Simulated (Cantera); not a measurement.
Cantera run:

```python
import numpy as np
import cantera as ct

gas_names = """
    H HO2 H2 H2O H2O2 Hg O OH O2 O3
""".split()
cond_names = """
    H2O(s) H2O(L) Hg(cr) Hg(L) HgO(s)
""".split()


# ... load() reads the species with a 1 bar reference pressure and builds the phases ...
atoms = {
    'HgO': {'Hg': 1, 'O': 1},
    'O2': {'O': 2},
    'H2': {'H': 2},
}
top_T = {}  # K; cautious upper limits of use, not melting points


# ... equilibrate(T, P, feed) seeds the gas with the atoms and calls Mixture.equilibrate('TP', solver="vcs", rtol=1e-11, max_steps=5000) ...
results = []
feed = {'HgO': 1, 'O2': 0.28, 'H2': 35}  # mol
T = 1600  # K
P = 11  # Pa
mix = equilibrate(T, P, feed)
results.append((T, P, feed, dict(zip(mix.species_names, mix.species_moles))))
x = sorted(zip(gas.X, gas.species_names), reverse=True)
print(f"T = {T:g} K  P = {P:g} Pa  gas = {mix.phase_moles(0):.4g} mol")
print("   x: " + "  ".join(f"{s} {v:.3e}" for v, s in x if v > 0.0001))
print("   condensed (mol): " + ("  ".join(f"{mix.phase(i).name} {mix.phase_moles(i):.4g}"
      for i in range(1, mix.n_phases) if mix.phase_moles(i) > 1e-12) or "none"))
```

Result:

```
T = 1600 K  P = 11 Pa  gas = 36.09 mol
   x: H2 9.241e-01  H2O 4.322e-02  Hg 2.771e-02  H 4.983e-03
   condensed (mol): none
```

Equilibrium computed with Cantera from the NASA thermochemical tables; the gas is ideal and each condensed phase is pure.
